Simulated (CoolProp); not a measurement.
Normal hydrogen at 121.41 K and 0.523 MPa is throttled through a valve to 0.0378 MPa with no heat exchange. Each further row changes one setting.

Model: reference Helmholtz-energy equation of state, Leachman 2009, in CoolProp.

```
case                        final density (kg/m³)
--------------------------  ---------------------
as stated                                     ___
outlet pressure 0.0113 MPa                    ___
outlet pressure 0.0491 MPa                    ___
```

**Question.** Complete the blanks.

**Answer.** 
- as stated, final density (kg/m³): 0.0757
- outlet pressure 0.0113 MPa, final density (kg/m³): 0.0226
- outlet pressure 0.0491 MPa, final density (kg/m³): 0.0983
